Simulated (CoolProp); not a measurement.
Dimethyl carbonate at several states: fugacity coefficient from the reference equation and from simpler models built on Tc = 557.0 K, pc = 4909 kPa, ω = 0.346; each cubic takes its own stable root.

Computed with CoolProp (reference Helmholtz-energy equation of state, Zhou 2011).

| T (K) | p (kPa) | phase | reference |
|---|---|---|---|
| 566.9 | 1830 | gas | 0.8813 |
| 312.1 | 2720 | liquid | 0.005714 |
| 559.8 | 915 | gas | 0.9375 |
| 548.6 | 55.2 | gas | 0.9959 |

Question: How far does each simpler model (Redlich-Kwong, Soave-Redlich-Kwong, Peng-Robinson) lie from the reference over these 4 states: mean and median of the absolute difference, and the worst?

Answer: 
- Redlich-Kwong: mean 57.9 %, median 0.1 %, worst +231.3 % at 312.1 K and 2720 kPa
- Soave-Redlich-Kwong: mean 1.0 %, median 0.2 %, worst -3.9 % at 312.1 K and 2720 kPa
- Peng-Robinson: mean 0.5 %, median 0.5 %, worst -1.2 % at 566.9 K and 1830 kPa
